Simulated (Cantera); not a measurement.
# Silicon epitaxy and polysilicon growth: SiCl₄ + HCl + N₂

A closed system holds: 1 mol SiCl₄, 0.29 mol HCl, 15 mol N₂, held at 0.170 bar.

These are equilibrium values from Cantera (NASA tables, ideal gas, pure condensed phases), not measurements of a reactor. Candidate condensed phases: NH₄Cl, Si, Si₃N₄; 28 gas species. The tables' values for SiCl₃ are old estimates; treat these amounts as uncertain. Kinetics and transport are ignored.

```tsv
T (°C)	log p N₂	log p SiCl₄	log p HCl	log p Cl	log p SiCl₃	log p SiCl₂	log p Cl₂
527	-0.81	-1.98	-2.52	-9.55	-10.16	<-12	-9.04
602	-0.81	-1.98	-2.52	-8.60	-8.90	<-12	-8.53
677	-0.81	-1.98	-2.52	-7.79	-7.86	-12.22	-8.07
752	-0.81	-1.98	-2.52	-7.06	-7.01	-10.72	-7.61
827	-0.81	-1.98	-2.52	-6.39	-6.31	-9.50	-7.14
902	-0.81	-1.98	-2.52	-5.79	-5.72	-8.46	-6.70
977	-0.81	-1.98	-2.52	-5.26	-5.20	-7.56	-6.31
1052	-0.81	-1.98	-2.52	-4.79	-4.74	-6.77	-5.95
1127	-0.81	-1.98	-2.52	-4.37	-4.34	-6.07	-5.64
1202	-0.81	-1.99	-2.52	-3.98	-3.98	-5.44	-5.35
1277	-0.81	-1.99	-2.52	-3.64	-3.66	-4.88	-5.09
1352	-0.81	-2.00	-2.52	-3.32	-3.38	-4.38	-4.85
```
log p: log10 of the partial pressure in bar; nothing condenses.

From 527 °C to 1352 °C nothing is condensed. The main Si-bearing gas is SiCl₄ throughout.
